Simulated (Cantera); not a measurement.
**Ignition delay**

Mixture: 46.9 % H₂, 11.2 % O₂, 42.0 % N₂, at 1.00 bar, adiabatic and at constant pressure. Ignition delay is the time to a rise of 400 K.

Model: the H2/O2 subset of GRI-Mech 3.0, which has no nitrogen chemistry, integrated in Cantera. Where the delays flatten at high temperature, the 400 K rule measures the pace of heat release, not the induction time.

| T0 (K) | delay (ms) |
|---|---|
| 1025 | 0.241 |
| 1125 | 0.0860 |
| 1225 | 0.0471 |
| 1325 | 0.0308 |
| 1425 | 0.0230 |
| 1525 | 0.0191 |
| 1625 | 0.0174 |
